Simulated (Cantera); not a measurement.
An isothermal, constant-pressure homogeneous reactor starts with 0.131 % H₂, 19.6 % O₂, 80.3 % N₂, at 1400 K and 0.0132 atm.

Model: GRI-Mech 3.0 (53 species, 325 reactions), integrated in Cantera. Radical loss at walls, strong at low pressure, is not modelled.

x: mole fraction; the columns are a selection and need not sum to one.

```
t (s)        x H₂   x O₂    x H₂O₂     x HO₂      x OH       x O     x NO₂
--------  -------  -----  --------  --------  --------  --------  --------
6.00e-5   0.00131  0.196    <1e-12  3.60e-10  8.96e-11  8.99e-11    <1e-12
0.000173  0.00131  0.196    <1e-12   1.04e-9  5.45e-10  5.50e-10    <1e-12
0.000500  0.00131  0.196    <1e-12   2.99e-9   2.48e-9   2.55e-9    <1e-12
0.00144   0.00131  0.196  2.02e-12   8.60e-9   9.95e-9   1.07e-8    <1e-12
0.00416   0.00131  0.196  9.69e-12   2.45e-8   5.80e-8   6.68e-8    <1e-12
0.0120    0.00131  0.196  3.46e-11         …         …         …    <1e-12
0.0346          …  0.195         …         …         …         …    <1e-12
0.1000    3.43e-6  0.195  8.44e-10   5.85e-8  0.000174   0.00115    <1e-12
0.288     3.24e-6  0.195  8.17e-10   5.67e-8  0.000169   0.00108  1.59e-12
0.832     2.76e-6  0.195  7.46e-10   5.20e-8  0.000156  0.000916  5.79e-12
2.40      1.85e-6  0.195  5.82e-10   4.14e-8  0.000128  0.000605  1.68e-11
6.93      7.98e-7  0.195  3.20e-10   2.49e-8   8.41e-5  0.000256  4.08e-11
20.0      2.10e-7  0.195  1.06e-10   1.04e-8   4.32e-5   6.63e-5  8.58e-11
```

Problem. Complete the blanks.

Solution. 
- 0.0120, x HO₂: 6.82e-8
- 0.0120, x OH: 1.92e-6
- 0.0120, x O: 2.28e-6
- 0.0346, x H₂: 9.44e-5
- 0.0346, x H₂O₂: 2.01e-9
- 0.0346, x HO₂: 8.84e-8
- 0.0346, x OH: 0.000294
- 0.0346, x O: 0.00101
